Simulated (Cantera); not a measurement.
Charge: 1 mol BCl3, 0.27 mol H2O, 1.2 mol H2, equilibrated at 1725 K and 1.00 bar.

Method: chemical equilibrium by Gibbs-energy minimisation in Cantera with the NASA 1993 tables (ideal gas, pure condensed phases). Candidate condensed phases: B, B2O3, B3O3H3, H2O; 33 gas species. The tables' values for BOCl, BCl2, BCl, BH2 are old estimates; treat these amounts as uncertain. Gases not in the tables: BHCl2. Equilibrium is a limit: real reactors are often held back by kinetics, nucleation or transport.

Base state: HCl 0.362, H2 0.360, BCl3 0.220, B3O3Cl3 0.0234, BOCl 0.0128, HBO 0.0115, BCl2 0.00598, B2O2 0.00163 (mole fractions); condensed: B(s).

What changes in the equilibrium state with this change: temperature from 1725 K to 1125 K?


| species | before | after |
|---|---|---|
| H2 | 0.360 | 0.468 |
| BCl3 | 0.220 | 0.285 |
| HCl | 0.362 | 0.211 |
| BOCl | 0.0128 | 3.90e-6 |
| HBO | 0.0115 | 3.88e-6 |
| B3O3Cl3 | 0.0234 | 0.0350 |
| B2O2 | 0.00163 | <1e-9 |
| B2O3 | 0.000324 | <1e-9 |
| BCl | 0.00154 | 1.70e-8 |
| BO | 6.94e-5 | <1e-9 |
| BH2 | 2.68e-5 | 2.96e-9 |
| B(s), mol | 0.122 | 0 |
